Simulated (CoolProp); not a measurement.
Vapour-liquid equilibrium of R143a (1) + R134a (2) at 31.8 kPa; x and y are mole fractions of (1).

Model: multi-fluid Helmholtz-energy mixture model, Lemmon and Jacobsen 2000 and Tillner-Roth 1994; pair parameters Lemmon 2004, in CoolProp.

Give the bubble temperature and the first vapour's composition at x = 0.275, 0.425, 0.8. Is there an azeotrope?

x = 0.275: 216.6 K, y = 0.544; x = 0.425: 213.3 K, y = 0.707; x = 0.8: 206.8 K, y = 0.933. No azeotrope shows between x = 0.05 and 0.95.

The pair parameters rest on a limited set of measurements; away from them the model extrapolates.
